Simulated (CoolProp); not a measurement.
Model: reference Helmholtz-energy equation of state, Penoncello 2003, in CoolProp.

For CHF3 (R23), give the phase and the cp (kJ/(kg K)), cv (kJ/(kg K)), speed of sound (m/s), Joule-Thomson coefficient (K/MPa) at 28.25 °C and 3.02 MPa; 28.25 °C and 7.55 MPa; 28.25 °C and 24.2 MPa.


- 28.25 °C and 3.02 MPa: gas; cp 1.20, cv 0.742, speed of sound 171, Joule-Thomson coefficient 12.9
- 28.25 °C and 7.55 MPa: supercritical; cp 2.14, cv 0.814, speed of sound 270, Joule-Thomson coefficient 1.48
- 28.25 °C and 24.2 MPa: supercritical; cp 1.37, cv 0.774, speed of sound 506, Joule-Thomson coefficient 0.0754
